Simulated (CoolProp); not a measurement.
A single-stage vapour-compression cycle with the fluid: evaporating at 203.15 K (dew point), condensing at 257.15 K (bubble point), superheat 8 K, subcooling 5 K, compressor efficiency 0.9, no pressure losses. The same conditions are run with several fluids, on thermodynamics alone (safety and materials aside).

Model: reference Helmholtz-energy equation of state of each fluid (chlorine: Thol 2021; C2F6 (R116): Lemmon 2006; carbonyl sulfide: Lemmon 2006; R13: Platzer 1990; propane: Lemmon 2009; hydrogen chloride: Thol 2018), in CoolProp. The equations of Platzer and Polt are older, rougher fits.

| fluid | cooling COP | pressure ratio | discharge temperature (K) | refrigerating effect (kJ/kg) | volumetric capacity (kJ/m³) |
|---|---|---|---|---|---|
| chlorine | 2.58 | 14.0 | 425.4 | [?] | 161 |
| C2F6 (R116) | 2.37 | [?] | 267.6 | 67.1 | 854 |
| carbonyl sulfide | [?] | 10.7 | 360.8 | 268 | [?] |
| R13 | 2.57 | 7.14 | [?] | 100 | 1130 |
| propane | 2.83 | [?] | [?] | 354 | [?] |
| hydrogen chloride | 2.51 | 7.52 | 390.7 | 349 | 1680 |

What belongs in the gaps?


- chlorine, refrigerating effect (kJ/kg): 264
- C2F6 (R116), pressure ratio: 7.69
- carbonyl sulfide, cooling COP: 2.72
- carbonyl sulfide, volumetric capacity (kJ/m³): 339
- R13, discharge temperature (K): 291.9
- propane, pressure ratio: 11.5
- propane, discharge temperature (K): 299.9
- propane, volumetric capacity (kJ/m³): 219
